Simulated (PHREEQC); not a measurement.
Solution (25 °C): 0.44 mmol/kgw KNO3, 3.8 mmol/kgw Sr(NO3)2 and 1.1 mmol/kgw KBr. Closed to the air; pH follows from the charge balance.

Equilibrium calculation in PHREEQC: ion-association model, phreeqc.dat.

The ionic strength comes out as 0.0129 mol/kgw. What activity coefficients do Sr+2, K+, Br-, NO3- get?

Sr+2 0.64, K+ 0.89, Br- 0.89, NO3- 0.89.

Precipitation was switched off in this run.
